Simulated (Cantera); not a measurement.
Input (Python, Cantera):

```python
import numpy as np
import cantera as ct

gas = ct.Solution("gri30.yaml")


def delay(T, t_max=10):
    gas.TPX = T, 1000000, {'H2': 1, 'O2': 0.278, 'N2': 0.917}
    reactor = ct.IdealGasReactor(gas, clone=False)
    net = ct.ReactorNet([reactor])
    net.rtol, net.atol = 1e-8, 1e-16
    while net.time < t_max:
        t_old, T_old = net.time, reactor.T
        net.step()
        if reactor.T > T + 400:  # ignition: a rise of 400 K
            return t_old + (T + 400 - T_old) / (reactor.T - T_old) * (net.time - t_old)
    return np.nan


taus = []
for T in [1223, 1273, 1323, 1373, 1423, 1473, 1523, 1573, 1623]:
    taus.append(delay(T))
    print(f"T0 = {T:6g} K   tau = {taus[-1]:.4e} s")
```

Result:

```
T0 =   1223 K   tau = 2.8565e-05 s
T0 =   1273 K   tau = 7.7960e-06 s
T0 =   1323 K   tau = 4.0378e-06 s
T0 =   1373 K   tau = 2.6872e-06 s
T0 =   1423 K   tau = 1.9889e-06 s
T0 =   1473 K   tau = 1.5616e-06 s
T0 =   1523 K   tau = 1.2736e-06 s
T0 =   1573 K   tau = 1.0673e-06 s
T0 =   1623 K   tau = 9.1310e-07 s
```

Cantera simulation using GRI-Mech 3.0 (53 species, 325 reactions); the numbers are that mechanism's predictions, not measurements. The hydrogen kinetics of GRI-Mech 3.0 are dated; newer H2 mechanisms differ, most at raised pressure. Where the delays flatten at high temperature, the 400 K rule measures the pace of heat release, not the induction time.
